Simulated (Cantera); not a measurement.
A closed system holds: 1 mol Fe, 1.7 mol Cl2, 0.041 mol H2, held at 773 K and 0.560 bar.

Equilibrium computed with Cantera from the NASA thermochemical tables; the gas is ideal and each condensed phase is pure. Candidate condensed phases: Fe, FeCl2, FeCl3; 11 gas species. The numbers say what is thermodynamically allowed, not how fast it happens.

Base state: Fe2Cl6 0.620, Cl2 0.208, HCl 0.107, FeCl3 0.0655, FeCl2 1.37e-5 (mole fractions); condensed: gas only.

Question: What changes in the equilibrium state with this change: Cl2 from 1.7 to 0.088 mol?

Answer: 
| species | before | after |
|---|---|---|
| H2 | <1e-9 | 0.961 |
| HCl | 0.107 | 0.0390 |
| FeCl2 | 1.37e-5 | 6.17e-5 |
| Fe2Cl6 | 0.620 | <1e-9 |
| Cl2 | 0.208 | <1e-9 |
| FeCl3 | 0.0655 | 5.05e-9 |
| Fe(α), mol | 0 | 0.913 |
| FeCl2(s), mol | 0 | 0.0872 |
